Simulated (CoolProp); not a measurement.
Vapour-liquid equilibrium of benzene (1) + n-octane (2) at 0.0152 MPa; x and y are mole fractions of (1).

The numbers come from the multi-fluid Helmholtz-energy mixture model, Thol 2012 and Beckmüller 2019; pair parameters Bell 2016 in CoolProp.

| x | bubble temperature (K) | y at the bubble point | dew temperature at overall composition x (K) | liquid density (mol/L) |
|---|---|---|---|---|
| 0.05 | 336.5 | 0.242 | 341.0 | 5.979 |
| 0.2 | 324.1 | 0.626 | 337.5 | 6.542 |
| 0.35 | 316.4 | 0.784 | 333.6 | 7.150 |
| 0.5 | 311.5 | 0.862 | 328.9 | 7.832 |
| 0.65 | 308.1 | 0.911 | 323.1 | 8.621 |
| 0.8 | 305.4 | 0.949 | 315.4 | 9.558 |
| 0.95 | 302.9 | 0.986 | 305.3 | 10.69 |

No azeotrope shows between x = 0.05 and 0.95.

The pair parameters rest on a limited set of measurements; away from them the model extrapolates.
